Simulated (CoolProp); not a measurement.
Vapour-liquid equilibrium of benzene (1) + m-xylene (2) at 157.05 °C; x and y are mole fractions of (1).

Values from CoolProp's multi-fluid Helmholtz-energy mixture model, Thol 2012 and Zhou 2012; pair parameters Bell 2016.

| x | bubble pressure, mixture model (MPa) | bubble pressure, Raoult's law (MPa) | y, mixture model | y, Raoult's law |
|---|---|---|---|---|
| 0.05 | 0.1849 | 0.1859 | 0.168 | 0.180 |
| 0.2 | 0.2579 | 0.2624 | 0.483 | 0.511 |
| 0.35 | 0.3310 | 0.3390 | 0.662 | 0.692 |
| 0.5 | 0.4054 | 0.4155 | 0.782 | 0.807 |
| 0.65 | 0.4819 | 0.4920 | 0.867 | 0.886 |
| 0.8 | 0.5610 | 0.5686 | 0.933 | 0.944 |
| 0.95 | 0.6428 | 0.6451 | 0.985 | 0.988 |

The largest gap from Raoult's law is -2.4 % in bubble pressure, at x = 0.5. No azeotrope shows between x = 0.05 and 0.95.

The pair parameters rest on a limited set of measurements; away from them the model extrapolates.
